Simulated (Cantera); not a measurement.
An isothermal, constant-pressure homogeneous reactor starts with C₃H₈ : H₂ = 1 : 7.4 (molar parts), at 1150 K and 3800 Pa. Integrator tolerance rtol = 1e-08.

Detailed kinetics in Cantera: GRI-Mech 3.0 (53 species, 325 reactions). GRI-Mech 3.0 was tuned for natural gas; its chemistry of propane as a main component is partial and can be far from experiment. GRI-Mech 3.0 stops at C3 and has no aromatics, soot or wall deposition, so with more carbon than oxygen in the feed, carbon stays in small species such as C2H2 where larger ones or solid carbon would form. Radical loss at walls, strong at low pressure, is not modelled.

Task: What does this change do: temperature 1150 to 1198 K?

Result: 
```
quantity                                            before                                    after
-----------------  ---------------------------------------  ---------------------------------------
x(C₃H₈) at 3.00 s  1.27e-6 (gas-phase equilibrium 5.59e-8)  4.70e-7 (gas-phase equilibrium 3.98e-8)
x(H₂) at 3.00 s        0.790 (gas-phase equilibrium 0.680)      0.794 (gas-phase equilibrium 0.724)
x(CH₄) at 3.00 s       0.106 (gas-phase equilibrium 0.296)      0.103 (gas-phase equilibrium 0.227)
x(CH₃) at 3.00 s   5.66e-6 (gas-phase equilibrium 2.59e-6)  8.56e-6 (gas-phase equilibrium 4.98e-6)
x(C₂H₂) at 3.00 s    0.0147 (gas-phase equilibrium 0.0140)    0.0307 (gas-phase equilibrium 0.0371)
x(C₂H₄) at 3.00 s   0.0891 (gas-phase equilibrium 0.00982)    0.0720 (gas-phase equilibrium 0.0126)
x(H) at 3.00 s     2.25e-6 (gas-phase equilibrium 3.18e-7)  3.44e-6 (gas-phase equilibrium 8.35e-7)
```

Task: What does this change do: pressure from 3800 Pa to 1330 Pa?

Result: 
```json
[
 {"quantity": "x(C₃H₈) at 3.00 s", "before": "1.27e-6 (gas-phase equilibrium 5.59e-8)", "after": "1.20e-6 (gas-phase equilibrium 1.67e-8)"},
 {"quantity": "x(H₂) at 3.00 s", "before": "0.790 (gas-phase equilibrium 0.680)", "after": "0.790 (gas-phase equilibrium 0.735)"},
 {"quantity": "x(CH₄) at 3.00 s", "before": "0.106 (gas-phase equilibrium 0.296)", "after": "0.105 (gas-phase equilibrium 0.208)"},
 {"quantity": "x(CH₃) at 3.00 s", "before": "5.66e-6 (gas-phase equilibrium 2.59e-6)", "after": "5.85e-6 (gas-phase equilibrium 2.96e-6)"},
 {"quantity": "x(C₂H₂) at 3.00 s", "before": "0.0147 (gas-phase equilibrium 0.0140)", "after": "0.0111 (gas-phase equilibrium 0.0445)"},
 {"quantity": "x(C₂H₄) at 3.00 s", "before": "0.0891 (gas-phase equilibrium 0.00982)", "after": "0.0941 (gas-phase equilibrium 0.0119)"},
 {"quantity": "x(H) at 3.00 s", "before": "2.25e-6 (gas-phase equilibrium 3.18e-7)", "after": "2.36e-6 (gas-phase equilibrium 5.58e-7)"}
]
```
